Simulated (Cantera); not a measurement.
**Thermodynamics of chemical vapour transport, feed Fe₂O₃ + H₂O + N₂**

A closed system holds: 1 mol Fe₂O₃, 0.14 mol H₂O, 2.6 mol N₂, equilibrated at 340000 Pa.

Cantera equilibrium calculation (NASA polynomials, part measured and part estimated; ideal gas, pure solids and liquids). Candidate condensed phases: Fe, FeO, Fe(OH)₂, Fe(OH)₃, Fe₂O₃, Fe₃O₄, H₂O; 27 gas species. Mutual solubility and eutectic melting of coexisting phases are not modelled. Kinetics and transport are ignored.

From 850 °C to 1000 °C the condensed part is Fe₂O₃(s). From 1050 °C to 1350 °C the condensed part is Fe₂O₃(s) + Fe₃O₄(s). From 1400 °C to 1500 °C the condensed part is Fe₃O₄(s).

| T (°C) | x N₂ | x O₂ | x H₂O | x NO | x OH | x O | x NO₂ | n Fe₂O₃(s) | n Fe₃O₄(s) |
|---|---|---|---|---|---|---|---|---|---|
| 850 | 0.949 | 7.70e-8 | 0.0511 | 6.93e-8 | 1.27e-8 | <1e-12 | 1.95e-12 | 1.00 | 0 |
| 900 | 0.949 | 1.62e-7 | 0.0511 | 1.53e-7 | 3.21e-8 | 3.05e-12 | 4.79e-12 | 1.00 | 0 |
| 950 | 0.949 | 3.21e-7 | 0.0511 | 3.15e-7 | 7.53e-8 | 1.24e-11 | 1.09e-11 | 1.00 | 0 |
| 1000 | 0.949 | 1.94e-6 | 0.0511 | 1.10e-6 | 2.21e-7 | 8.12e-11 | 7.52e-11 | 1.000 | 0 |
| 1050 | 0.949 | 1.03e-5 | 0.0511 | 3.53e-6 | 6.01e-7 | 4.64e-10 | 4.54e-10 | 1.000 | 0.000128 |
| 1100 | 0.949 | 4.88e-5 | 0.0511 | 1.04e-5 | 1.52e-6 | 2.33e-9 | 2.39e-9 | 0.999 | 0.000589 |
| 1150 | 0.949 | 0.000206 | 0.0511 | 2.83e-5 | 3.59e-6 | 1.05e-8 | 1.12e-8 | 0.996 | 0.00241 |
| 1200 | 0.948 | 0.000786 | 0.0510 | 7.18e-5 | 8.01e-6 | 4.24e-8 | 4.73e-8 | 0.986 | 0.00903 |
| 1250 | 0.946 | 0.00275 | 0.0509 | 0.000171 | 1.69e-5 | 1.57e-7 | 1.81e-7 | 0.953 | 0.0312 |
| 1300 | 0.940 | 0.00885 | 0.0506 | 0.000386 | 3.40e-5 | 5.33e-7 | 6.35e-7 | 0.850 | 0.100 |
| 1350 | 0.923 | 0.0265 | 0.0497 | 0.000820 | 6.51e-5 | 1.68e-6 | 2.04e-6 | 0.546 | 0.303 |
| 1400 | 0.894 | 0.0566 | 0.0481 | 0.00144 | 0.000111 | 4.31e-6 | 4.64e-6 | 0 | 0.667 |
| 1450 | 0.894 | 0.0564 | 0.0481 | 0.00175 | 0.000156 | 7.32e-6 | 4.98e-6 | 0 | 0.667 |
| 1500 | 0.893 | 0.0562 | 0.0480 | 0.00209 | 0.000215 | 1.21e-5 | 5.32e-6 | 0 | 0.667 |
x: gas mole fraction; n: condensed amount in mol.
